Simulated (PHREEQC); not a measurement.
Model water analysis in mg/L, 25 °C, pH 6.82, pe 2.3:

```csv
constituent,mg/L
Na,0.0191
K,0.00104
Ca,0.00451
Mg,0.00457
Cl,0.00554
S(6) as SO4,0.0117
Alkalinity as HCO3,0.0633
Sr,1.32e-05
Si as SiO2,0.000942
Li,0.000194
```

Cl is adjusted to close the charge balance.
Valence states are taken as typed.

All values are PHREEQC results (ion-association model, phreeqc.dat), not measurements.

```tsv
quantity	before	after
HCO3- (mol/kgw)	1.12e-6	8.72e-7
CO2 (mol/kgw)	3.81e-7	9.36e-8
CO3-2 (mol/kgw)	3.49e-10	8.58e-10
H3SiO4- (mol/kgw)	1.53e-11	4.82e-11
SI of Quartz (SiO2)	-3.82	-3.83
```

**Question.** What was changed between the two runs?
A. pH from 6.82 to 7.32 at the same alkalinity
B. Mg from 0.00457 to 0.00914 mg/L
C. all concentrations times 2 at the same typed pH

**Answer.** A, pH from 6.82 to 7.32 at the same alkalinity

This is a speciation only: nothing precipitates in the calculation.
